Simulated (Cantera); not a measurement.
Charge: 1 mol Si, 1.5 mol HCl, 1.2 mol N₂, held at 1673.15 K and 1.60 Pa.

Cantera equilibrium calculation (NASA polynomials, part measured and part estimated; ideal gas, pure solids and liquids). Candidate condensed phases: NH₄Cl, Si, Si₃N₄; 28 gas species. The tables' values for SiCl, SiCl₃, SiN are old estimates; treat these amounts as uncertain. Kinetics and transport are ignored.

Base state: N₂ 0.428, SiCl₂ 0.207, H₂ 0.206, HCl 0.109, Si 0.0262, H 0.0129, Cl 0.00534, SiCl 0.00488 (mole fractions); condensed: Si(s).

Task: What changes in the equilibrium state with this change: temperature from 1673.15 K to 675 K?

Result: 
| species | before | after |
|---|---|---|
| HCl | 0.109 | 0.396 |
| N₂ | 0.428 | 0.331 |
| H₂ | 0.206 | 0.182 |
| SiCl₂ | 0.207 | <1e-9 |
| Si | 0.0262 | <1e-9 |
| H | 0.0129 | <1e-9 |
| SiCl₄ | 3.38e-7 | 0.0911 |
| Cl | 0.00534 | <1e-9 |
| SiCl | 0.00488 | <1e-9 |
| Si₂ | 0.000101 | <1e-9 |
| Si₂N | 8.17e-5 | <1e-9 |
| Si(s), mol | 0.329 | 0 |
| Si₃N₄(s), mol | 0 | 0.273 |
N₂ is the only nitrogen source here; it is nearly inert below about 1500 K, so the nitride shown seldom forms there in practice.

Task: What changes in the equilibrium state with this change: temperature from 1673.15 K to 475 K?

Result: 
```
species          before  after
-------------  --------  -----
N₂                0.428  0.361
H₂                0.206  0.261
HCl               0.109  0.249
SiCl₂             0.207  <1e-9
SiCl₄           3.38e-7  0.130
Si               0.0262  <1e-9
H                0.0129  <1e-9
Cl              0.00534  <1e-9
SiCl            0.00488  <1e-9
SiCl₃          0.000183  <1e-9
Si₂            0.000101  <1e-9
Si(s), mol        0.329      0
Si₃N₄(s), mol         0  0.249
```
N₂ is the only nitrogen source here; it is nearly inert below about 1500 K, so the nitride shown seldom forms there in practice.

Task: What changes in the equilibrium state with this change: HCl from 1.5 to 15 mol?

Result: 
| species | before | after |
|---|---|---|
| HCl | 0.109 | 0.721 |
| H₂ | 0.206 | 0.0836 |
| N₂ | 0.428 | 0.0717 |
| SiCl₂ | 0.207 | 0.0590 |
| Si | 0.0262 | 6.89e-5 |
| Cl | 0.00534 | 0.0555 |
| H | 0.0129 | 0.00824 |
| Si₂ | 0.000101 | <1e-9 |
| Si₂N | 8.17e-5 | <1e-9 |
| Si₃ | 2.49e-5 | <1e-9 |
| SiN | 4.54e-5 | 4.89e-8 |
| Si(s), mol | 0.329 | 0 |
The tables' values for SiCl₃, SiCl are old estimates; treat these amounts as uncertain.
